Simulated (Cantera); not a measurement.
An adiabatic, constant-pressure homogeneous reactor starts with CH₄ : O₂ : N₂ = 1 : 2.02 : 7.6 (molar parts), equivalence ratio 0.99, at 1798 K and 10.0 bar. Integrator tolerance rtol = 1e-08.

Model: GRI-Mech 3.0 (53 species, 325 reactions), integrated in Cantera. Above 3000 K some thermodynamic fits are extrapolated.

```tsv
quantity	before	after
time of steepest temperature rise	16.7 µs	29.0 µs
temperature at 0.200 s	3018 K	2964 K
equilibrium temperature	3018 K	2964 K
x(CH₄) at 0.200 s	<1e-12 (gas-phase equilibrium <1e-12)	<1e-12 (gas-phase equilibrium <1e-12)
x(O₂) at 0.200 s	0.0181 (gas-phase equilibrium 0.0181)	0.0197 (gas-phase equilibrium 0.0197)
x(CO₂) at 0.200 s	0.0491 (gas-phase equilibrium 0.0491)	0.0466 (gas-phase equilibrium 0.0466)
x(C₂H) at 0.200 s	<1e-12 (gas-phase equilibrium <1e-12)	<1e-12 (gas-phase equilibrium <1e-12)
x(HCO) at 0.200 s	2.13e-7 (gas-phase equilibrium 2.13e-7)	1.48e-7 (gas-phase equilibrium 1.48e-7)
```

**Question.** Name the change that produced these shifts.
A) N2 7.6 to 12 parts
B) CH4 1 to 0.32 parts
C) pressure from 10.0 bar to 5.00 bar
D) pressure from 10.0 bar to 0.470 bar

**Answer.** C, pressure from 10.0 bar to 5.00 bar
